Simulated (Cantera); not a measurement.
Cantera run, input and output.

```python
import numpy as np
import cantera as ct

gas = ct.Solution("gri30.yaml", transport_model="mixture-averaged")
show = ['OH', 'NH3', 'CH4']

rows = []
print(f"{'T/K':>7s}{'rho':>11s}{'cp':>10s}{'mu':>11s}{'lambda':>11s}{'Pr':>7s}" + "".join(f"{'D_' + s:>11s}" for s in show))
for T in [400, 500, 600, 700, 800, 900, 1000]:
    gas.TPX = T, 20, {'C2H2': 0.69, 'H2O': 0.26, 'CH3OH': 0.73, 'N2': 0.69}
    Pr = gas.cp_mass * gas.viscosity / gas.thermal_conductivity
    D = [gas.mix_diff_coeffs_mole[gas.species_index(s)] for s in show]
    rows.append([gas.density, gas.cp_mass, gas.viscosity, gas.thermal_conductivity, Pr, *D])
    print(f"{T:7g}{gas.density:11.4e}{gas.cp_mass:10.1f}{gas.viscosity:11.4e}"
          f"{gas.thermal_conductivity:11.4e}{Pr:7.3f}" + "".join(f"{d:11.4e}" for d in D))
print("SI units: kg/m3, J/kg/K, Pa s, W/m/K, m2/s")
```

Output:

```
    T/K        rho        cp         mu     lambda     Pr       D_OH      D_NH3      D_CH4
    400 1.6587e-04    1550.4 1.5507e-05 3.2510e-02  0.739 2.3325e-01 1.5622e-01 1.6244e-01
    500 1.3270e-04    1695.1 1.8883e-05 4.2742e-02  0.749 3.4601e-01 2.4117e-01 2.4375e-01
    600 1.1058e-04    1827.3 2.2055e-05 5.3193e-02  0.758 4.7512e-01 3.4140e-01 3.3738e-01
    700 9.4783e-05    1944.1 2.5045e-05 6.3697e-02  0.764 6.1940e-01 4.5563e-01 4.4238e-01
    800 8.2935e-05    2046.2 2.7877e-05 7.4163e-02  0.769 7.7795e-01 5.8283e-01 5.5802e-01
    900 7.3720e-05    2138.1 3.0570e-05 8.4535e-02  0.773 9.5006e-01 7.2217e-01 6.8370e-01
   1000 6.6348e-05    2228.1 3.3143e-05 9.4777e-02  0.779 1.1351e+00 8.7299e-01 8.1896e-01
SI units: kg/m3, J/kg/K, Pa s, W/m/K, m2/s
```

Computed with Cantera and GRI-Mech 3.0 (53 species, 325 reactions). Polar gases are described roughly by these parameters.
